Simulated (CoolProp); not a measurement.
Vapour-liquid equilibrium of R134a (1) + n-butane (2) at 0.728 MPa; x and y are mole fractions of (1).

The numbers come from the multi-fluid Helmholtz-energy mixture model, Tillner-Roth 1994 and Bücker 2006; pair parameters Bell 2016 in CoolProp.

```tsv
x	bubble temperature (K)	y at the bubble point	dew temperature at overall composition x (K)	liquid density (mol/L)
0.05	325.8	[?]	[?]	9.273
0.2	308.0	0.576	[?]	9.744
0.35	302.7	[?]	[?]	9.996
0.5	300.6	0.702	312.8	10.25
0.65	299.4	0.741	303.3	10.57
0.8	298.9	0.801	298.9	[?]
0.95	[?]	0.926	300.4	11.54
```

Task: Complete the blanks.

Result: 
- 0.05, y at the bubble point: 0.269
- 0.05, dew temperature at overall composition x (K): 336.4
- 0.2, dew temperature at overall composition x (K): 329.3
- 0.35, y at the bubble point: 0.661
- 0.35, dew temperature at overall composition x (K): 321.5
- 0.8, liquid density (mol/L): 11.01
- 0.95, bubble temperature (K): 300.0

y crosses x between x = 0.8 and 0.95: the model has an azeotrope there.

The pair parameters rest on a limited set of measurements; away from them the model extrapolates. With so large a gap from Raoult's law the liquid may split in two, which this calculation doesn't test in full.
